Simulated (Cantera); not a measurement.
## SiCl₄ + Cl₂ + H₂ (chlorosilane synthesis and conversion)

Charge: 1 mol SiCl₄, 1.7 mol Cl₂, a varied amount of H₂, equilibrated at 627 °C and 15.0 bar.

These are equilibrium values from Cantera (NASA tables, ideal gas, pure condensed phases), not measurements of a reactor. Candidate condensed phases: Si; 19 gas species. Kinetics and transport are ignored.

From 0.25 mol H₂ to 6 mol H₂ nothing is condensed. The main Si-bearing gas is SiCl₄ throughout.

```
n(H₂) (mol)  log p HCl  log p H₂  log p Cl₂  log p SiCl₄  log p SiHCl₃  log p Cl  log p SiCl₃
-----------  ---------  --------  ---------  -----------  ------------  --------  -----------
0.25              0.41      <-10       0.87         0.71          <-10     -3.70       -10.47
0.37              0.56      <-10       0.81         0.69          <-10     -3.72       -10.46
0.56              0.71      <-10       0.72         0.66          <-10     -3.77       -10.44
0.83              0.85    -10.49       0.57         0.63          <-10     -3.85       -10.39
1.2               0.97     -9.98       0.28         0.59          <-10     -3.99       -10.30
1.8               1.05     -0.48      -9.04         0.52         -3.56     -8.65        -5.70
2.7               0.98      0.44     -10.12         0.44         -2.64     -9.19        -5.24
4                 0.88      0.71     -10.57         0.35         -2.37     -9.42        -5.10
6                 0.77      0.87       <-10         0.24         -2.21     -9.61        -5.03
```
log p: log10 of the partial pressure in bar; nothing condenses.
